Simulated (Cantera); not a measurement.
Feed: 1 mol CaCl2, a varied amount of H2O, 0.45 mol N2, equilibrated at 2148.15 K and 5.40 Pa.

Points: n(H2O) (mol) = 0.11, 0.18, 0.28, 0.43, 0.67, 1, 1.6, 2.5, 4, 6.2, 9.6, 15.

Cantera's Mixture.equilibrate('TP', solver="vcs", rtol=1e-11, max_steps=5000) on the NASA tables stopped like this:

```
ERROR: FAILURE its = 5001!

*******************************************************************************
CanteraError thrown by MultiPhase::equilibrate:
VCS solver failed. Return code: -1
*******************************************************************************
```

Question: What got this run through?

Answer: Several could match; the one computed here: The failure is numerical, not chemical. The same input converged with solver="gibbs", rtol=1e-10, max_steps=50000, and the result passed a check of the equilibrium conditions:
```
log10 of partial pressures in bar; condensed amounts in mol
    n(H2O)     CaCL2       H2O        N2         H        CL        H2    CaO(s)
      0.11    -4.668    -6.605    -4.899    -5.552    -5.096    -6.345   0.04603
      0.18    -4.706    -6.256    -4.923    -5.412    -5.082    -6.064   0.08492
      0.28    -4.758    -5.964    -4.955    -5.304    -5.070    -5.848    0.1312
      0.43    -4.829    -5.704    -4.999    -5.216    -5.063    -5.672    0.1859
      0.67    -4.928    -5.467    -5.061    -5.141    -5.069    -5.524    0.2505
         1    -5.043    -5.287    -5.134    -5.088    -5.090    -5.416    0.3131
       1.6    -5.213    -5.115    -5.239    -5.038    -5.138    -5.317    0.3881
       2.5    -5.410    -4.989    -5.360    -5.003    -5.209    -5.247    0.4562
         4    -5.654    -4.890    -5.507    -4.977    -5.308    -5.194     0.518
       6.2    -5.914    -4.824    -5.660    -4.959    -5.423    -5.158    0.5589
       9.6    -6.202    -4.777    -5.824    -4.947    -5.555    -5.134    0.5748
        15    -6.519    -4.744    -6.001    -4.938    -5.706    -5.117    0.5547
```

The gas is ideal and each condensed phase is pure. Condensed phases not in the tables: oxide chlorides.
